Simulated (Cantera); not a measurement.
Input: 1 mol Ca(OH)2, 0.11 mol CO2, equilibrated at 525 °C and 1.00 bar.

These are equilibrium values from Cantera (NASA tables, ideal gas, pure condensed phases), not measurements of a reactor. Candidate condensed phases: C, C6H6, C7H8, C8H18, Ca, CaCO3, CaO, Ca(OH)2, H2O; 115 gas species. The numbers say what is thermodynamically allowed, not how fast it happens.

Base state: H2O 1.000, CO2 0.000291 (mole fractions); condensed: CaCO3(calcite) + CaO(s).

**Question.** What changes in the equilibrium state with this change: temperature from 525 °C to 452 °C?

**Answer.** 
```
species                before    after
-------------------  --------  -------
H2O                     1.000    1.000
CO2                  0.000291  8.93e-5
CaCO3(calcite), mol     0.110    0.110
CaO(s), mol             0.890        0
Ca(OH)2(s), mol             0    0.890
```

**Question.** What changes in the equilibrium state with this change: pressure from 1.00 bar to 8.80 bar?

**Answer.** 
```
species                before     after
-------------------  --------  --------
H2O                     1.000     1.000
CO2                  0.000291  0.000271
CaCO3(calcite), mol     0.110     0.110
CaO(s), mol             0.890         0
Ca(OH)2(s), mol             0     0.890
```
